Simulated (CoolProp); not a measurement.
Ethane along the isotherm 286.2 K: fugacity coefficient from the reference equation and from simpler models built on Tc = 305.3 K, pc = 4.872 MPa, ω = 0.099; each cubic takes its own stable root.

Model: reference Helmholtz-energy equation of state, Bücker 2006, in CoolProp.

| p (MPa) | phase | reference |
|---|---|---|
| 0.0385 | gas | 0.9967 |
| 0.06 | gas | 0.9949 |
| 0.0934 | gas | 0.9921 |
| 0.145 | gas | 0.9878 |
| 0.226 | gas | 0.9809 |
| 0.353 | gas | 0.9703 |
| 0.549 | gas | 0.9538 |
| 0.855 | gas | 0.9283 |
| 1.33 | gas | 0.8888 |
| 2.07 | gas | 0.8274 |
| 5.02 | liquid | 0.4979 |
| 7.82 | liquid | 0.3499 |
| 12.2 | liquid | 0.2567 |

Q: How far does each simpler model (van der Waals, Redlich-Kwong, Soave-Redlich-Kwong, Peng-Robinson) lie from the reference over these 13 states: mean and median of the absolute difference, and the worst?

A: 
- van der Waals: mean 5.7 %, median 0.8 %, worst +28.3 % at 286.2 K and 12.2 MPa
- Redlich-Kwong: mean 1.1 %, median 0.0 %, worst +6.0 % at 286.2 K and 12.2 MPa
- Soave-Redlich-Kwong: mean 0.7 %, median 0.0 %, worst +4.0 % at 286.2 K and 12.2 MPa
- Peng-Robinson: mean 0.8 %, median 0.5 %, worst -2.4 % at 286.2 K and 12.2 MPa
